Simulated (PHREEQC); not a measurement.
Solution (25 °C): 0.29 mol CuCl2 and 0.084 mol FeCl3 per kg of water. Closed to the air; pH follows from the charge balance.

Model: ion-association model, phreeqc.dat, run in PHREEQC.

Each row changes one thing in this solution. Precipitation was switched off in this run.

```json
[
 {"case": "as made", "pH": "2.29", "ionic strength (mol/kgw)": "0.940", "Cl- (mol/kgw)": "0.649"},
 {"case": "temperature from 25 to 50 °C", "pH": "2.08", "ionic strength (mol/kgw)": "0.812", "Cl- (mol/kgw)": "0.583"},
 {"case": "FeCl3 from 0.084 to 0.168 mol/kgw", "pH": "2.20", "ionic strength (mol/kgw)": "1.13", "Cl- (mol/kgw)": "0.785"},
 {"case": "diluted 2-fold with water", "pH": "2.23", "ionic strength (mol/kgw)": "0.526", "Cl- (mol/kgw)": "0.351"},
 {"case": "FeCl3 left out", "pH": "4.09", "ionic strength (mol/kgw)": "0.719", "Cl- (mol/kgw)": "0.502"},
 {"case": "CuCl2 replaced by ZnCl2 at the same molality", "pH": "2.27", "ionic strength (mol/kgw)": "0.929", "Cl- (mol/kgw)": "0.609"},
 {"case": "CuCl2 left out", "pH": "1.88", "ionic strength (mol/kgw)": "0.342", "Cl- (mol/kgw)": "0.198"},
 {"case": "FeCl3 from 0.084 to 0.0756 mol/kgw", "pH": "2.30", "ionic strength (mol/kgw)": "0.920", "Cl- (mol/kgw)": "0.635"},
 {"case": "temperature from 25 to 85 °C", "pH": "1.88", "ionic strength (mol/kgw)": "0.671", "Cl- (mol/kgw)": "0.510"}
]
```

The ionic strength passes 0.7 mol/kgw, the rough limit of the ion-association models, in as made; temperature from 25 to 50 °C; FeCl3 from 0.084 to 0.168 mol/kgw; FeCl3 left out; CuCl2 replaced by ZnCl2 at the same molality; FeCl3 from 0.084 to 0.0756 mol/kgw. Some of these states are supersaturated (in Hematite (slow to form), Goethite (slow to form), for instance). Away from 25 °C the constants follow the database's enthalpies or fits; those with neither stay at their 25 °C values.
